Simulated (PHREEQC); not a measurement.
A solution holds 11 mmol/kgw K2CO3, 0.066 mmol/kgw Fe(NO3)3 and 0.2 mmol/kgw KH2PO4, at 25 °C. Closed to the air; pH follows from the charge balance.

The numbers come from PHREEQC with the ion-association model, wateq4f.dat.

Each row changes one thing in this solution. This is a speciation only: nothing precipitates in the calculation.

```
case                                              pH  ionic strength (mol/kgw)  CO3-2 (mol/kgw)  HCO3- (mol/kgw)  CO2 (mol/kgw)
---------------------------------------------  -----  ------------------------  ---------------  ---------------  -------------
as made                                        10.93                    0.0319          0.00951          0.00149        3.34e-8
KH2PO4 from 0.0002 to 0.002 mol/kgw            10.58                    0.0343          0.00821          0.00280        1.38e-7
temperature from 25 to 55 °C                   10.43                    0.0307          0.00828          0.00272        1.67e-7
KH2PO4 replaced by KBr at the same molality        ?                    0.0318          0.00963          0.00137        2.81e-8
temperature from 25 to 80 °C                   10.11                    0.0292          0.00677          0.00423        6.04e-7
Fe(NO3)3 left out                              10.98                         ?          0.00965          0.00135        2.70e-8
diluted 10-fold with water                     10.51                   0.00295         0.000709         0.000391        2.56e-8
K2CO3 from 0.011 to 0.055 mol/kgw              11.23                     0.163           0.0521          0.00286        2.77e-8
KH2PO4 replaced by KHSO4 at the same molality  10.93                    0.0319          0.00952          0.00148        3.30e-8
```

What belongs in the gaps?


- KH2PO4 replaced by KBr at the same molality, pH: 10.97
- Fe(NO3)3 left out, ionic strength (mol/kgw): 0.0321

Species that the database lacks are ignored. Some of these states are supersaturated (in Fe(OH)3(a), Hematite (slow to form), Goethite (slow to form), for instance). H3PO4, which wateq4f.dat lacks, is added to it with the constant of phreeqc.dat. Constants without temperature data keep their 25 °C values here.
